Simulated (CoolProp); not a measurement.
Propylene at 293.15 K and 6.53 MPa flows at 1.3 m/s in a round tube of 12.7 mm bore and 45 µm roughness, fully developed (64/Re and Nu = 3.66 if laminar; Colebrook and Gnielinski if turbulent). Each further row changes one setting.

Computed with CoolProp (reference Helmholtz-energy equation of state, Lemmon 2013).

| case | Reynolds number | Darcy friction factor | pressure drop (Pa/m) | heat-transfer coefficient (W/(m² K)) | mass flow (kg/h) |
|---|---|---|---|---|---|
| as stated | 80500 | 0.0289 | 1020 | 3930 | 314 |
| velocity 2.6 m/s | 161000 | 0.0282 | 3970 | 7750 | 628 |
| diameter 25.4 mm | 161000 | 0.0239 | 421 | 3380 | 1260 |

Viscosity comes from a separate model (Huber 2003), an estimate that may be off by 10 % or more. Thermal conductivity comes from a separate model (Huber 2003), an estimate that may be off by 10 % or more.
